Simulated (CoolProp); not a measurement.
Computed with CoolProp (reference Helmholtz-energy equation of state, Lemmon 2006). It is a short technical equation, of lower accuracy than the large ones.

### Question
Give the vapour pressure (MPa), liquid density (kg/m³), enthalpy of vaporisation (kJ/kg), liquid cp (kJ/(kg K)) of saturated C3F8 (R218) at 225.6, 234.3, 243.1 K.

### Answer
```tsv
T (K)	p (MPa)	liquid density (kg/m³)	enthalpy of vaporisation (kJ/kg)	liquid cp (kJ/(kg K))
225.6	0.0606	1650	109	0.952
234.3	0.0922	1620	106	0.970
243.1	0.136	1580	103	0.991
```
